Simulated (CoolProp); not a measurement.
A Linde-Hampson liquefier for oxygen: isothermal reversible compression at 200 K from 1 atm to 15 MPa, throttling to 1 atm, return gas leaving the recuperator 5 K below the feed. Each further row changes one setting.

Computed with CoolProp (reference Helmholtz-energy equation of state, Schmidt 1985).

| case | liquid yield per pass | compression work (kJ/kg of gas) |
|---|---|---|
| as stated | 0.278 | 236 |
| high pressure 30 MPa | ___ | ___ |
| warm-end temperature 230 K | ___ | ___ |
| warm-end gap 10 K | ___ | 236 |

**Question.** Some entries are withheld; supply them.

**Answer.** 
- high pressure 30 MPa, liquid yield per pass: 0.361
- high pressure 30 MPa, compression work (kJ/kg of gas): 261
- warm-end temperature 230 K, liquid yield per pass: 0.170
- warm-end temperature 230 K, compression work (kJ/kg of gas): 283
- warm-end gap 10 K, liquid yield per pass: 0.267
